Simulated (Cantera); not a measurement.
An adiabatic, constant-volume homogeneous reactor starts with CH4 : O2 : N2 = 1 : 2.17 : 8.17 (molar parts), equivalence ratio 0.92, at 1300 K and 0.987 atm. Integrator tolerance rtol = 1e-08.

Cantera simulation using GRI-Mech 3.0 (53 species, 325 reactions); the numbers are that mechanism's predictions, not measurements.

Task: What does this change do: 0.2 parts C2H6 added?

Result: 
| quantity | before | after |
|---|---|---|
| time of steepest temperature rise | 10.8 ms | 0.912 ms |
| temperature at 2.00 s | 2820 K | 2890 K |
| equilibrium temperature | 2820 K | 2890 K |
| x(CH4) at 2.00 s | <1e-12 (gas-phase equilibrium <1e-12) | <1e-12 (gas-phase equilibrium <1e-12) |
| x(O2) at 2.00 s | 0.0259 (gas-phase equilibrium 0.0259) | 0.00638 (gas-phase equilibrium 0.00638) |
| x(O) at 2.00 s | 0.00634 (gas-phase equilibrium 0.00634) | 0.00396 (gas-phase equilibrium 0.00396) |
| x(OH) at 2.00 s | 0.0203 (gas-phase equilibrium 0.0203) | 0.0173 (gas-phase equilibrium 0.0173) |
| x(C2H4) at 2.00 s | <1e-12 (gas-phase equilibrium <1e-12) | <1e-12 (gas-phase equilibrium <1e-12) |

Task: What does this change do: pressure from 0.987 atm to 29.6 atm?

Result: 
```json
[
 {"quantity": "time of steepest temperature rise", "before": "10.8 ms", "after": "0.417 ms"},
 {"quantity": "temperature at 2.00 s", "before": "2820 K", "after": "3068 K"},
 {"quantity": "equilibrium temperature", "before": "2820 K", "after": "3068 K"},
 {"quantity": "x(CH4) at 2.00 s", "before": "<1e-12 (gas-phase equilibrium <1e-12)", "after": "<1e-12 (gas-phase equilibrium <1e-12)"},
 {"quantity": "x(O2) at 2.00 s", "before": "0.0259 (gas-phase equilibrium 0.0259)", "after": "0.0185 (gas-phase equilibrium 0.0185)"},
 {"quantity": "x(O) at 2.00 s", "before": "0.00634 (gas-phase equilibrium 0.00634)", "after": "0.00229 (gas-phase equilibrium 0.00229)"},
 {"quantity": "x(OH) at 2.00 s", "before": "0.0203 (gas-phase equilibrium 0.0203)", "after": "0.0143 (gas-phase equilibrium 0.0143)"},
 {"quantity": "x(C2H4) at 2.00 s", "before": "<1e-12 (gas-phase equilibrium <1e-12)", "after": "<1e-12 (gas-phase equilibrium <1e-12)"}
]
```
The pressure lies above the range GRI-Mech 3.0 was tuned for (to about 10 atm). Above 3000 K some thermodynamic fits are extrapolated.
